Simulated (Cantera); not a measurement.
Charge: 1 mol CuO, a varied amount of F₂, 0.59 mol O₂, at 798 K and 42.0 Pa.

Equilibrium computed with Cantera from the NASA thermochemical tables; the gas is ideal and each condensed phase is pure. Candidate condensed phases: Cu, CuF₂, CuO, Cu₂O; 13 gas species. Kinetics and transport are ignored.

log p: log10 of the partial pressure in bar; n: condensed amount in mol.

| n(F₂) (mol) | log p O₂ | log p F₂ | log p F | log p CuF₂ | log p FO₂ | log p FO | log p F₂O | n CuF₂(s) |
|---|---|---|---|---|---|---|---|---|
| 1.2 | -3.48 | -4.43 | -4.31 | -8.31 | -8.98 | -10.40 | -10.81 | 1.000 |
| 1.5 | -3.58 | -4.08 | -4.13 | -8.31 | -8.90 | -10.27 | -10.50 | 1.000 |
| 1.9 | -3.69 | -3.90 | -4.05 | -8.31 | -8.92 | -10.24 | -10.38 | 1.000 |
| 2.5 | -3.81 | -3.79 | -3.99 | -8.31 | -8.99 | -10.24 | -10.33 | 1.000 |
| 3.2 | -3.92 | -3.72 | -3.96 | -8.31 | -9.07 | -10.26 | -10.32 | 1.000 |
| 4.1 | -4.03 | -3.68 | -3.93 | -8.31 | -9.15 | -10.30 | -10.33 | 1.000 |
| 5.2 | -4.13 | -3.65 | -3.92 | -8.31 | -9.24 | -10.33 | -10.35 | 1.000 |
| 6.7 | ___ | -3.62 | -3.91 | -8.31 | ___ | -10.38 | -10.38 | 1.000 |
| 8.6 | -4.35 | -3.61 | -3.90 | -8.31 | -9.44 | -10.42 | -10.42 | 1.000 |
| 11 | -4.46 | -3.59 | -3.89 | -8.31 | -9.54 | -10.47 | -10.46 | 1.000 |
| 14 | ___ | -3.58 | -3.88 | -8.31 | ___ | -10.52 | -10.50 | 1.000 |
| 18 | -4.67 | -3.57 | -3.88 | -8.31 | -9.74 | -10.57 | -10.55 | 1.000 |

### Question
Complete the blanks.

### Answer

- 6.7, log p O₂: -4.24
- 6.7, log p FO₂: -9.34
- 14, log p O₂: -4.56
- 14, log p FO₂: -9.64
